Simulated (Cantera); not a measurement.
Pb + CO + N2 (iron carbonyl, mercury and lead vapours)

A closed system holds: 1 mol Pb, 3.9 mol CO, 19 mol N2.

Method: chemical equilibrium by Gibbs-energy minimisation in Cantera with the NASA 1993 tables (ideal gas, pure condensed phases). Candidate condensed phases: C, Pb, PbO, PbO2, Pb3O4; 27 gas species. The numbers say what is thermodynamically allowed, not how fast it happens.

Stable condensed phases:

```
T in K \ P in Pa
              10      32     100     320    1000    3200   10000   32000  100000  320000 1000000
   1600        A       A       A       A       A       A       A       A       A       B       B
   1525        A       A       A       A       A       A       A       A       C       B       B
   1450        A       A       A       A       A       A       A       A       B       B       B
   1375        A       A       A       A       A       A       A       B       B       B       B
   1300        A       A       A       A       A       A       C       B       B       B       B
   1225        A       A       A       A       A       C       B       B       B       B       B
   1150        A       A       A       A       C       B       B       B       B       B       B
   1075        A       A       A       C       B       B       B       B       B       B       B
   1000        A       A       C       B       B       B       B       B       B       B       B
    925        C       B       B       B       B       B       B       B       B       B       B
    850        B       B       B       B       B       B       B       B       B       B       B
    775        B       B       B       B       B       B       B       B       B       B       B
    700        B       B       B       B       B       B       B       B       B       B       B
```

A: gas only; B: C + Pb; C: Pb.
